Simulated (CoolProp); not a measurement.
Computed with CoolProp (reference Helmholtz-energy equation of state, Gao 2020).

Q: Give the vapour pressure (bar), liquid density (kg/m³), liquid cp (kJ/(kg K)), vapour Z of saturated ammonia at 239.9, 258.5 K.

A: 
```json
[
 {"T (K)": "239.9", "p (bar)": "1.02", "liquid density (kg/m³)": "682", "liquid cp (kJ/(kg K))": "4.47", "vapour Z": "0.972"},
 {"T (K)": "258.5", "p (bar)": "2.40", "liquid density (kg/m³)": "658", "liquid cp (kJ/(kg K))": "4.54", "vapour Z": "0.952"}
]
```
